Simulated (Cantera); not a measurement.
Input: 1 mol PbO, 0.26 mol H2, equilibrated at 1423 K and 0.323 Torr.

Method: chemical equilibrium by Gibbs-energy minimisation in Cantera with the NASA 1993 tables (ideal gas, pure condensed phases). Gases not in the tables: (PbO)n polymers. The numbers say what is thermodynamically allowed, not how fast it happens.

| species | before | after |
|---|---|---|
| H2O | 0.196 | 0.888 |
| Pb | 0.292 | 0.108 |
| PbO | 0.463 | 0.00344 |
| O2 | 0.0478 | 9.90e-9 |
| O | 1.42e-5 | <1e-9 |
| OH | 0.000259 | 8.89e-8 |
| H2 | 2.77e-5 | 0.000156 |
| Pb(l), mol | 0 | 0.228 |
| PbO(yellow), mol | 0 | 0.739 |
Gas species are given as mole fractions.

Q: Which change was made?
A. temperature from 1423 K to 1050 K
B. temperature from 1423 K to 1100 K
C. temperature from 1423 K to 623.15 K
D. pressure from 0.323 Torr to 4800 Torr

A: A, temperature from 1423 K to 1050 K. Mutual solubility and eutectic melting of coexisting phases are not modelled
